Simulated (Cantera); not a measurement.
Feed: 1 mol c-C₄F₈, 1.4 mol H₂, equilibrated at 40000 Pa.

Equilibrium computed with Cantera from the NASA thermochemical tables; the gas is ideal and each condensed phase is pure. Candidate condensed phases: C, C₆H₆, C₇H₈, C₈H₁₈; 95 gas species. The feed counts by its element totals alone. Gases not in the tables: C₂F₆ and larger saturated fluorocarbons. The numbers say what is thermodynamically allowed, not how fast it happens.

Question: What share of the C ends up in condensed phases as a function of T (K), at 2573, 2623, 2673, 2723, 2773, 2823, 2873, 2923?

Answer: 
```tsv
T (K)	C condensed (%)	as
2573	55.2	C(graphite)
2623	53.8	C(graphite)
2673	52.7	C(graphite)
2723	52.1	C(graphite)
2773	52.2	C(graphite)
2823	52.7	C(graphite)
2873	53.7	C(graphite)
2923	54.9	C(graphite)
```
